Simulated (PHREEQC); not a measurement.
Dissolve 0.022 mol CuSO4, 0.00011 mol HNO3 and 0.22 mol H3BO3 per kg of water at 3.7 °C. Closed to the air; pH follows from the charge balance.

Equilibrium calculation in PHREEQC: ion-association model, phreeqc.dat.

| quantity | before | after |
|---|---|---|
| pH | 4.17 | 3.96 |
| ionic strength (mol/kgw) | 0.0575 | 0.000111 |
| H2BO3- (mol/kgw) | 1.53e-6 | 7.70e-7 |

Task: Name the change that produced these shifts.
A. temperature from 3.7 to 90 °C
B. temperature from 3.7 to 35 °C
C. CuSO4 left out

Result: C, CuSO4 left out

No solid was allowed to form. Constants without temperature data keep their 25 °C values here.
